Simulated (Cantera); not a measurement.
## Premixed flame

A freely propagating, adiabatic, planar premixed flame of 32.2 % H2, 13.4 % O2, 53.8 % N2, 0.484 % H2O, equivalence ratio 1.2, unburnt at 650 K and 760 Torr; mixture-averaged transport, grid criteria slope 0.08 and curve 0.16, no radiation.

Model: the H2/O2 subset of GRI-Mech 3.0, which has no nitrogen chemistry, integrated in Cantera. Burning velocities carry a grid error of a few per cent, more on coarse grids.

```json
[
 {"z (mm)": "-1.45", "T (K)": "650", "u (m/s)": "9.05", "x H2": "0.322", "x O2": "0.134", "x H2O": "0.00484", "x OH": "<1e-8", "x HO2": "<1e-8", "x H": "<1e-8"},
 {"z (mm)": "-0.967", "T (K)": "650", "u (m/s)": "9.05", "x H2": "0.322", "x O2": "0.134", "x H2O": "0.00484", "x OH": "<1e-8", "x HO2": "<1e-8", "x H": "<1e-8"},
 {"z (mm)": "-0.725", "T (K)": "650", "u (m/s)": "9.05", "x H2": "0.322", "x O2": "0.134", "x H2O": "0.00484", "x OH": "<1e-8", "x HO2": "<1e-8", "x H": "<1e-8"},
 {"z (mm)": "-0.483", "T (K)": "650", "u (m/s)": "9.05", "x H2": "0.322", "x O2": "0.134", "x H2O": "0.00484", "x OH": "<1e-8", "x HO2": "4.75e-7", "x H": "5.97e-8"},
 {"z (mm)": "-0.242", "T (K)": "661", "u (m/s)": "9.17", "x H2": "0.320", "x O2": "0.134", "x H2O": "0.00535", "x OH": "3.87e-5", "x HO2": "0.000192", "x H": "0.000194"},
 {"z (mm)": "-0.121", "T (K)": "832", "u (m/s)": "11.3", "x H2": "0.292", "x O2": "0.130", "x H2O": "0.0205", "x OH": "0.000694", "x HO2": "0.000179", "x H": "0.00677"},
 {"z (mm)": "0", "T (K)": "1265", "u (m/s)": "16.7", "x H2": "0.179", "x O2": "0.0878", "x H2O": "0.111", "x OH": "0.00397", "x HO2": "7.69e-5", "x H": "0.0464"},
 {"z (mm)": "0.121", "T (K)": "1576", "u (m/s)": "20.5", "x H2": "0.0864", "x O2": "0.0313", "x H2O": "0.212", "x OH": "0.0101", "x HO2": "2.55e-5", "x H": "0.0735"},
 {"z (mm)": "0.242", "T (K)": "1718", "u (m/s)": "22.2", "x H2": "0.0712", "x O2": "0.0183", "x H2O": "0.236", "x OH": "0.0131", "x HO2": "1.36e-5", "x H": "0.0698"},
 {"z (mm)": "0.483", "T (K)": "1868", "u (m/s)": "23.9", "x H2": "0.0711", "x O2": "0.0142", "x H2O": "0.246", "x OH": "0.0152", "x HO2": "9.12e-6", "x H": "0.0570"},
 {"z (mm)": "0.967", "T (K)": "2027", "u (m/s)": "25.6", "x H2": "0.0716", "x O2": "0.0111", "x H2O": "0.257", "x OH": "0.0162", "x HO2": "6.14e-6", "x H": "0.0432"},
 {"z (mm)": "1.93", "T (K)": "2178", "u (m/s)": "27.2", "x H2": "0.0703", "x O2": "0.00803", "x H2O": "0.269", "x OH": "0.0159", "x HO2": "3.93e-6", "x H": "0.0308"},
 {"z (mm)": "3.87", "T (K)": "2313", "u (m/s)": "28.6", "x H2": "0.0678", "x O2": "0.00521", "x H2O": "0.282", "x OH": "0.0141", "x HO2": "2.40e-6", "x H": "0.0208"}
]
```
x: mole fraction of selected species; z is measured from the peak of heat release.

```json
{
  "laminar_burning_velocity": "905 cm/s",
  "thermal_thickness": "0.483 mm",
  "peak x(OH)": "0.0163",
  "peak x(HO2)": "0.000252",
  "peak x(H)": "0.0739",
  "grid_points": "137"
}
```
